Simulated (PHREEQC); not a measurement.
Make-up at 43 °C: 0.0022 mol HF, 3.1e-05 mol (CH3)4NF, 0.05 mol (NH4)2SiF6 and 0.0041 mol HCl per kg of water. Closed to the air; pH follows from the charge balance.

All values are PHREEQC results (ion-association model, wateq4f.dat), not measurements.

Question: The ionic strength comes out as 0.153 mol/kgw. What activity coefficients do H+, F-, HF2-, NH4+, SiF6-2 get?

Answer: H+ 0.80, F- 0.72, HF2- 0.72, NH4+ 0.75, SiF6-2 0.32.

This is a speciation only: nothing precipitates in the calculation. Examples of supersaturated solids here: Quartz (slow to form), Chalcedony (slow to form). Others may be too. Species that the database lacks are ignored. (CH3)4N+ isn't in the database: it is added as a free cation with an ion size of 4 Å. Away from 25 °C the constants follow the database's enthalpies or fits; those with neither stay at their 25 °C values. SiF6-2 is the database's only silicon fluoride.
